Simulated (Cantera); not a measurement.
An isothermal, constant-pressure homogeneous reactor starts with 97.5 % N2O, 2.53 % H2O, at 1325 K and 0.0270 bar.

Cantera simulation using GRI-Mech 3.0 (53 species, 325 reactions); the numbers are that mechanism's predictions, not measurements. GRI-Mech 3.0 was tuned for natural gas; its chemistry of N2O as a main component is partial and can be far from experiment. Radical loss at walls, strong at low pressure, is not modelled. The mechanism lacks the step 2 NO + O2 → 2 NO2, which can matter for NO2 below about 1400 K. The temperature is held fixed by assumption; the heat of reaction is taken as removed at once.

x: mole fraction; the columns are a selection and need not sum to one.

```
t (s)       x N2O   x H2O      x H       x HO2    x H2O2
--------  -------  ------  -------  ----------  --------
0.000800    0.974  0.0253  1.41e-9  (withheld)  5.91e-11
0.00192     0.974  0.0253  3.77e-9  (withheld)   1.17e-9
0.00463     0.974  0.0253  8.46e-9  (withheld)   2.19e-8
0.0111      0.972  0.0253  1.41e-8  (withheld)   1.15e-7
0.0268      0.968  0.0253  1.68e-8  (withheld)   9.30e-8
0.0644      0.960  0.0252  1.79e-8  (withheld)   5.02e-8
0.155       0.939  0.0250  1.81e-8  (withheld)   2.47e-8
0.373       0.893  0.0246  1.83e-8  (withheld)   1.03e-8
0.896       0.793  0.0238  1.96e-8  (withheld)   3.89e-9
2.16        0.607  0.0222  2.29e-8  (withheld)   1.74e-9
5.19        0.339  0.0199  3.02e-8  (withheld)   1.06e-9
12.5       0.1000  0.0179  4.10e-8  (withheld)  8.00e-10
30.0      0.00836  0.0171  2.41e-8  (withheld)  4.88e-10
```

Problem. Fill in the missing entries.

Solution. 
- 0.000800, x HO2: 1.83e-7
- 0.00192, x HO2: 1.16e-6
- 0.00463, x HO2: 5.02e-6
- 0.0111, x HO2: 1.00e-5
- 0.0268, x HO2: 8.83e-6
- 0.0644, x HO2: 6.47e-6
- 0.155, x HO2: 4.42e-6
- 0.373, x HO2: 2.63e-6
- 0.896, x HO2: 1.30e-6
- 2.16, x HO2: 5.31e-7
- 5.19, x HO2: 1.71e-7
- 12.5, x HO2: 3.94e-8
- 30.0, x HO2: 9.10e-9
